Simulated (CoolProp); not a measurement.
The numbers come from the reference Helmholtz-energy equation of state, Bücker 2006 in CoolProp.

**Question.** For ethane, give the phase and the cv (kJ/(kg K)), isothermal compressibility (1/MPa), viscosity (µPa s), conductivity (mW/(m K)) at 207.2 K and 3.56 MPa; 216 K and 3.56 MPa; 286.6 K and 3.56 MPa.

**Answer.** 
- 207.2 K and 3.56 MPa: liquid; cv 1.45, isothermal compressibility 0.00242, viscosity 132, conductivity 149
- 216 K and 3.56 MPa: liquid; cv 1.47, isothermal compressibility 0.00283, viscosity 119, conductivity 141
- 286.6 K and 3.56 MPa: liquid; cv 1.69, isothermal compressibility 0.0329, viscosity 48.5, conductivity 81.2

Viscosity comes from a separate model (Friend 1991). Thermal conductivity comes from a separate model (Friend 1991).
